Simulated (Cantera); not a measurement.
Input (Python, Cantera):

```python
import numpy as np
import cantera as ct

gas = ct.Solution("gri30.yaml")
gas.TPX = 1023, 810, {'H2': 0.023, 'O2': 1}
reactor = ct.IdealGasConstPressureReactor(gas, energy="off", clone=False)
net = ct.ReactorNet([reactor])
net.rtol, net.atol = 1e-08, 1e-18
show = ['H2', 'O2', 'H2O', 'H2O2', 'O', 'HO2']
times = np.geomspace(3e-06, 30, 15)

steps = ct.SolutionArray(gas, extra=["t"])
rows = []
print(f"{'t/s':>10s}{'T/K':>9s}{'P/Pa':>11s}" + "".join(f"{s:>11s}" for s in show))
for t in times:
    while net.time < t:
        t_next = net.step()
        steps.append(gas.state, t=t_next)
    rows.append([np.interp(t, steps.t, y) for y in (steps.T, steps.P, *steps(*show).X.T)])
    print(f"{t:10.3e}{rows[-1][0]:9.1f}{rows[-1][1]:11.4g}" + "".join(f"{x:11.3e}" for x in rows[-1][2:]))
rate = np.gradient(steps.T, steps.t)
print("integrator steps:", len(steps.t))
if steps.T.max() > steps.T[0] + 200:
    print(f"time of steepest temperature rise: {steps.t[rate.argmax()]:.4e} s")
gas.TPX = 1023, 810, {'H2': 0.023, 'O2': 1}
gas.equilibrate("TP")
print(f"equilibrium (TP): T = {gas.T:.1f} K  " + "  ".join(f"{s} {gas[s].X[0]:.3e}" for s in show))
```

Result:

```
       t/s      T/K       P/Pa         H2         O2        H2O       H2O2          O        HO2
 3.000e-06   1023.0        810  2.248e-02  9.775e-01  2.107e-17  2.010e-19  5.853e-15  7.189e-13
 9.487e-06   1023.0        810  2.248e-02  9.775e-01  5.756e-16  2.002e-18  5.759e-14  2.273e-12
 3.000e-05   1023.0        810  2.248e-02  9.775e-01  1.656e-14  1.990e-17  5.508e-13  7.192e-12
 9.487e-05   1023.0        810  2.248e-02  9.775e-01  4.656e-13  1.991e-16  4.930e-12  2.276e-11
 3.000e-04   1023.0        810  2.248e-02  9.775e-01  1.087e-11  1.993e-15  3.829e-11  7.214e-11
 9.487e-04   1023.0        810  2.248e-02  9.775e-01  2.067e-10  2.000e-14  2.935e-10  2.295e-10
 3.000e-03   1023.0        810  2.248e-02  9.775e-01  6.986e-09  2.050e-13  5.779e-09  7.697e-10
 9.487e-03   1023.0        810  2.246e-02  9.775e-01  1.863e-05  2.437e-11  1.405e-05  1.274e-07
 3.000e-02   1023.0        810  3.114e-04  9.627e-01  2.037e-02  3.302e-08  1.289e-02  2.393e-06
 9.487e-02   1023.0        810  1.123e-04  9.695e-01  2.176e-02  2.504e-08  7.109e-03  1.813e-06
 3.000e-01   1023.0        810  2.943e-05  9.752e-01  2.247e-02  2.418e-08  1.887e-03  1.061e-06
 9.487e-01   1023.0        810  4.127e-06  9.769e-01  2.267e-02  1.842e-08  2.744e-04  3.856e-07
 3.000e+00   1023.0        810  4.850e-07  9.772e-01  2.272e-02  9.492e-09  3.376e-05  9.376e-08
 9.487e+00   1023.0        810  6.660e-08  9.772e-01  2.273e-02  3.478e-09  4.826e-06  1.922e-08
 3.000e+01   1023.0        810  1.187e-08  9.773e-01  2.274e-02  1.083e-09  8.890e-07  4.187e-09
integrator steps: 1764
equilibrium (TP): T = 1023.0 K  H2 4.395e-11  O2 9.773e-01  H2O 2.274e-02  H2O2 7.598e-12  O 3.443e-09  HO2 6.047e-10
```

Computed with Cantera and GRI-Mech 3.0 (53 species, 325 reactions). Radical loss at walls, strong at low pressure, is not modelled.
